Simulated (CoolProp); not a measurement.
Vapour-liquid equilibrium of isohexane (1) + benzene (2) at 0.755 MPa; x and y are mole fractions of (1).

The numbers come from the multi-fluid Helmholtz-energy mixture model, Lemmon 2006 and Thol 2012; pair parameters Bell 2016 in CoolProp.

Give the bubble temperature and the first vapour's composition at x = 0.2, 0.65, 0.95. Is there an azeotrope?

x = 0.2: 427.0 K, y = 0.301; x = 0.65: 417.4 K, y = 0.704; x = 0.95: 414.2 K, y = 0.956. No azeotrope shows between x = 0.05 and 0.95.

The pair parameters rest on a limited set of measurements; away from them the model extrapolates.
